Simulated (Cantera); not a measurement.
An isothermal, constant-pressure homogeneous reactor starts with CH₄ : O₂ : N₂ = 0.012 : 0.0067 : 1 (molar parts), equivalence ratio 3.6, at 1598 K and 5.10 bar. Integrator tolerance rtol = 1e-08.

Computed with Cantera and GRI-Mech 3.0 (53 species, 325 reactions).

Problem. What does this change do: temperature 1598 to 1325 K?

Solution. 
| quantity | before | after |
|---|---|---|
| x(CH₄) at 300 s | 1.38e-5 (gas-phase equilibrium 3.91e-9) | 0.00199 (gas-phase equilibrium 1.41e-7) |
| x(O₂) at 300 s | <1e-12 (gas-phase equilibrium <1e-12) | <1e-12 (gas-phase equilibrium <1e-12) |
| x(CO) at 300 s | 0.0114 (gas-phase equilibrium 0.0114) | 0.00485 (gas-phase equilibrium 0.0113) |
| x(C₂H₄) at 300 s | 3.88e-8 (gas-phase equilibrium <1e-12) | 0.000195 (gas-phase equilibrium <1e-12) |
| x(HCN) at 300 s | 1.35e-6 (gas-phase equilibrium 3.93e-7) | 2.68e-9 (gas-phase equilibrium 4.77e-7) |
| x(N₂O) at 300 s | <1e-12 (gas-phase equilibrium <1e-12) | <1e-12 (gas-phase equilibrium <1e-12) |
| x(OH) at 300 s | 7.29e-9 (gas-phase equilibrium 7.17e-9) | 5.57e-10 (gas-phase equilibrium 7.59e-11) |

Problem. What does this change do: temperature 1598 to 1148 K?

Solution. 
```json
[
 {"quantity": "x(CH₄) at 300 s", "before": "1.38e-5 (gas-phase equilibrium 3.91e-9)", "after": "0.00541 (gas-phase equilibrium 3.73e-6)"},
 {"quantity": "x(O₂) at 300 s", "before": "<1e-12 (gas-phase equilibrium <1e-12)", "after": "<1e-12 (gas-phase equilibrium <1e-12)"},
 {"quantity": "x(CO) at 300 s", "before": "0.0114 (gas-phase equilibrium 0.0114)", "after": "0.00424 (gas-phase equilibrium 0.0112)"},
 {"quantity": "x(C₂H₄) at 300 s", "before": "3.88e-8 (gas-phase equilibrium <1e-12)", "after": "0.000222 (gas-phase equilibrium 1.05e-11)"},
 {"quantity": "x(HCN) at 300 s", "before": "1.35e-6 (gas-phase equilibrium 3.93e-7)", "after": "2.67e-11 (gas-phase equilibrium 5.88e-7)"},
 {"quantity": "x(N₂O) at 300 s", "before": "<1e-12 (gas-phase equilibrium <1e-12)", "after": "<1e-12 (gas-phase equilibrium <1e-12)"},
 {"quantity": "x(OH) at 300 s", "before": "7.29e-9 (gas-phase equilibrium 7.17e-9)", "after": "1.47e-11 (gas-phase equilibrium 1.22e-12)"}
]
```
